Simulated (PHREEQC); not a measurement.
Nickel, zinc or cadmium bath: speciation

Solution (20 °C): 0.0059 mol NiCl2 and 9.4e-05 mol KCl per kg of water. Closed to the air; pH follows from the charge balance.

Model: ion-association model, wateq4f.dat, run in PHREEQC.

Each row changes one thing in this solution. Precipitation was switched off in this run.

| case | pH | NiCl+ (mol/kgw) | NiOH+ (mol/kgw) | Ni(OH)2 (mol/kgw) |
|---|---|---|---|---|
| as made | 6.23 | 0.000102 | 6.43e-7 | 9.88e-10 |
| temperature from 20 to 5 °C | 6.47 | (withheld) | 3.61e-7 | 3.09e-9 |
| diluted 100-fold with water | 6.96 | (withheld) | 4.91e-8 | (withheld) |
| KCl from 9.4e-05 to 0.000188 mol/kgw | 6.23 | 0.000102 | 6.42e-7 | 9.88e-10 |
| 0.00043 mol/kgw Na2CO3 added | 7.64 | (withheld) | 1.52e-5 | 5.98e-7 |
| temperature from 20 to 55 °C | 5.74 | 9.81e-5 | 1.99e-6 | 1.02e-10 |
| temperature from 20 to 45 °C | 5.87 | 9.92e-5 | 1.48e-6 | 1.85e-10 |

Problem. What belongs in the gaps?

Solution. 
- temperature from 20 to 5 °C, NiCl+ (mol/kgw): 0.000103
- diluted 100-fold with water, NiCl+ (mol/kgw): 1.66e-8
- diluted 100-fold with water, Ni(OH)2 (mol/kgw): 4.53e-10
- 0.00043 mol/kgw Na2CO3 added, NiCl+ (mol/kgw): 9.46e-5

Some of these states are supersaturated (in Ni(OH)2, for instance). In wateq4f.dat the enthalpy of Ni(OH)2 has the wrong sign, so its saturation index can't be trusted away from 25 °C. Away from 25 °C the constants follow the database's enthalpies or fits; those with neither stay at their 25 °C values.
